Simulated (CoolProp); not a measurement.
C2F6 (R116) along the isotherm 194.1 K: density (kg/m³) from the reference equation and from simpler models built on Tc = 293.0 K, pc = 3.048 MPa, ω = 0.257; each cubic takes its own stable root.

Model: reference Helmholtz-energy equation of state, Lemmon 2006, in CoolProp. It is a short technical equation, of lower accuracy than the large ones.

```csv
p (MPa),phase,reference
0.0145,gas,1.248
0.0274,gas,2.372
0.052,gas,4.552
0.0985,liquid,1609
0.187,liquid,1610
0.354,liquid,1610
0.671,liquid,1612
1.27,liquid,1615
2.41,liquid,1620
4.57,liquid,1629
```

Task: How far does each simpler model (van der Waals, Redlich-Kwong, Soave-Redlich-Kwong, Peng-Robinson) lie from the reference over these 10 states: mean and median of the absolute difference, and the worst?

Result: 
- van der Waals: mean 44.2 %, median 36.2 %, worst -99.5 % at 194.1 K and 0.0985 MPa
- Redlich-Kwong: mean 14.5 %, median 7.4 %, worst -99.5 % at 194.1 K and 0.0985 MPa
- Soave-Redlich-Kwong: mean 3.0 %, median 4.1 %, worst -4.4 % at 194.1 K and 0.0985 MPa
- Peng-Robinson: mean 5.8 %, median 8.2 %, worst +8.5 % at 194.1 K and 4.57 MPa

At some of these states van der Waals, Redlich-Kwong gives the other phase, because its saturation line lies elsewhere.
